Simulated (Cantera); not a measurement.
Feed: 1 mol V2O3, 290 mol H2, at 823 K and 7.50 Torr.

Method: chemical equilibrium by Gibbs-energy minimisation in Cantera with the NASA 1993 tables (ideal gas, pure condensed phases). Candidate condensed phases: H2O, V, VO, V2O3, V2O4, V2O5; 12 gas species. VO: taken at fixed stoichiometry. Condensed phases not in the tables: the oxides between V2O3 and V2O5 other than VO2. Kinetics and transport are ignored.

Problem. What is the equilibrium state?

Solution. 
```
Property                                 Result
----------------------------------  -----------
x(H2)                                     1.000
x(H2O)                                  3.50e-6
n(VO(s))                            0.00203 mol
n(V2O3(s))                            0.999 mol
gas amount                            290.0 mol
log10 activity of V(s) (absent)           -4.45
log10 activity of V2O5(s) (absent)       -24.47
```
